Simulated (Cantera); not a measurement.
Ammonia decomposition in nitride growth gas

An isothermal, constant-pressure homogeneous reactor starts with NH₃ : H₂ = 1 : 15 (molar parts), at 1850 K and 0.0267 bar.

Cantera simulation using the gas-phase N/H chemistry of the illustrative SiF4/NH3 mechanism in the Surface Chemkin manual (1991); the numbers are that mechanism's predictions, not measurements. Walls and surfaces, which speed up NH3 decomposition in real reactors, are not modelled.

| t (s) | x NH₃ | x H₂ | x H | x N₂H₄ | x N₂H₂ | x N₂ | x NH₂ |
|---|---|---|---|---|---|---|---|
| 1.00e-6 | 0.0625 | 0.938 | 3.78e-9 | <1e-12 | <1e-12 | <1e-12 | 2.84e-9 |
| 5.24e-6 | 0.0625 | 0.938 | 2.26e-8 | <1e-12 | <1e-12 | <1e-12 | 1.21e-8 |
| 2.75e-5 | 0.0625 | 0.938 | 1.43e-7 | <1e-12 | <1e-12 | <1e-12 | 3.90e-8 |
| 0.000144 | 0.0625 | 0.937 | 7.96e-7 | <1e-12 | <1e-12 | <1e-12 | 1.58e-7 |
| 0.000756 | 0.0625 | 0.937 | 4.22e-6 | <1e-12 | 2.41e-12 | 8.27e-12 | 7.84e-7 |
| 0.00397 | 0.0625 | 0.937 | 2.22e-5 | <1e-12 | 7.72e-11 | 1.94e-9 | 4.06e-6 |
| 0.0208 | 0.0625 | 0.937 | 0.000116 | 2.08e-11 | 2.84e-9 | 3.89e-7 | 2.12e-5 |
| 0.109 | 0.0622 | 0.937 | 0.000505 | 3.89e-10 | 1.00e-7 | 9.86e-5 | 9.18e-5 |
| 0.572 | 0.0581 | 0.939 | 0.000617 | 5.04e-10 | 1.44e-7 | 0.00199 | 0.000105 |
| 3.00 | 0.0408 | 0.948 | 0.000697 | 3.11e-10 | 9.44e-8 | 0.0101 | 8.22e-5 |
x: mole fraction; the columns are a selection and need not sum to one.

Equilibrium at this temperature and pressure: NH₃ 1.14e-7, H₂ 0.967, H 0.00327, N₂H₄ <1e-12, N₂H₂ <1e-12, N₂ 0.0294, NH₂ 1.05e-9 (gas phase only).
